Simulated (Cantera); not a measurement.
Input: 1 mol Al(CH3)3, 83 mol NH3, 5 mol H2, equilibrated at 8.00 mbar.

Equilibrium computed with Cantera from the NASA thermochemical tables; the gas is ideal and each condensed phase is pure. Candidate condensed phases: Al, AlN, C, C6H6, C7H8, C8H18; 97 gas species. The feed counts by its element totals alone. Equilibrium is a limit: real reactors are often held back by kinetics, nucleation or transport.

Question: Which condensed phases are stable at each of these points (T (K)): 1600, 1650, 1700, 1750, 1800, 1850, 1900, 1950, 2000, 2050, 2100, 2150?

Answer: 
| T (K) | condensed phases | Al condensed (%) |
|---|---|---|
| 1600 | AlN(s) + C(graphite) | 99.9 |
| 1650 | AlN(s) + C(graphite) | 99.7 |
| 1700 | AlN(s) + C(graphite) | 98.7 |
| 1750 | AlN(s) + C(graphite) | 95.3 |
| 1800 | AlN(s) + C(graphite) | 84.2 |
| 1850 | AlN(s) + C(graphite) | 50.3 |
| 1900 | C(graphite) | 0.0 |
| 1950 | C(graphite) | 0.0 |
| 2000 | C(graphite) | 0.0 |
| 2050 | C(graphite) | 0.0 |
| 2100 | C(graphite) | 0.0 |
| 2150 | C(graphite) | 0.0 |

From 1600 K to 1850 K the condensed part is AlN(s) + C(graphite). From 1900 K to 2150 K the condensed part is C(graphite).
